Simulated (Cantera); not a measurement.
Input: 1 mol Fe₃O₄, 520 mol H₂, 11 mol N₂, held at 1225 °C and 1 atm.

Cantera equilibrium calculation (NASA polynomials, part measured and part estimated; ideal gas, pure solids and liquids). Candidate condensed phases: Fe, FeO, Fe(OH)₂, Fe(OH)₃, Fe₂O₃, Fe₃O₄, H₂O; 27 gas species. Kinetics and transport are ignored.

Base state: H₂ 0.972, N₂ 0.0207, H₂O 0.00753, H 1.69e-5 (mole fractions); condensed: Fe(γ).

### Question
What changes in the equilibrium state with this change: temperature from 1225 °C to 1850 °C?

### Answer
```csv
species,before,after
H₂,0.972,0.967
N₂,0.0207,0.0207
H₂O,0.00753,0.00751
H,1.69e-5,0.00350
Fe,1.42e-7,0.00132
"Fe(γ), mol",3.00,0
"Fe(l), mol",0,2.30
```
